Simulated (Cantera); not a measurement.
Charge: 1 mol CO2, 0.0034 mol SO2, at 280 Pa.

Method: chemical equilibrium by Gibbs-energy minimisation in Cantera with the NASA 1993 tables (ideal gas, pure condensed phases). Candidate condensed phases: C, S; 22 gas species. Equilibrium is a limit: real reactors are often held back by kinetics, nucleation or transport. All values below are at 2100 °C.

Base state: CO2 0.421, CO 0.366, O2 0.155, O 0.0558, SO2 0.00237, SO 0.000292 (mole fractions); condensed: gas only.

What changes in the equilibrium state with this change: pressure from 280 Pa to 10000 Pa?


```json
[
 {"species": "CO2", "before": "0.421", "after": "0.757"},
 {"species": "CO", "before": "0.366", "after": "0.158"},
 {"species": "O2", "before": "0.155", "after": "0.0757"},
 {"species": "O", "before": "0.0558", "after": "0.00652"},
 {"species": "SO", "before": "0.000292", "after": "8.90e-5"},
 {"species": "SO2", "before": "0.00237", "after": "0.00302"}
]
```
